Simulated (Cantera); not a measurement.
Standard-state values (1 bar) from the NASA 1993 polynomials, evaluated with Cantera. Values are per mole of reaction as written; species without (g) are pure solids or liquids, kept so even where they would boil at 1 bar.

4 NH3(g) + 3 NbO2(g) → 3 Nb + 6 H2O(g) + 4 N(g), with ΔH° = 1223.7 kJ and ΔS° = 266.2 J/K at 300 K.

Q: How far is the shortcut ΔG° ≈ ΔH°(300 K) − T·ΔS°(300 K) from the full temperature-dependent value at 1948, 2023, 2098, 2173, 2248, 2323, 2398, 2473, 2548 K?

A: 
```
T (K)  shortcut (kJ)  full (kJ)  difference (kJ)  difference in log10 K
-----  -------------  ---------  ---------------  ---------------------
1948           705.0      610.4             94.6                  -2.54
2023           685.1      584.7            100.3                  -2.59
2098           665.1      558.9            106.2                  -2.64
2173           645.1      533.0            112.1                  -2.70
2248           625.2      507.0            118.1                  -2.75
2323           605.2      480.9            124.3                  -2.79
2398           585.2      454.7            130.5                  -2.84
2473           565.3      428.4            136.8                  -2.89
2548           545.3      402.0            143.3                  -2.94
```
The shortcut ignores the heat-capacity change of the reaction.
